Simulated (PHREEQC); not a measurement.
Buffer: an equilibrium model

A solution holds 9.5 mmol/kgw NaHSO4 and 0.4 mmol/kgw K2HPO4, at 25 °C. Closed to the air; pH follows from the charge balance.

All values are PHREEQC results (ion-association model, wateq4f.dat), not measurements.

Precipitation was switched off in this run.

Estimate the pH.

pH 2.24.

In which forms is S present?

SO4-2 72 %, HSO4- 26 %, NaSO4- 1.9 % of the S.

Complexes and solids missing from the database can't appear. H3PO4, which wateq4f.dat lacks, is added to it with the constant of phreeqc.dat.
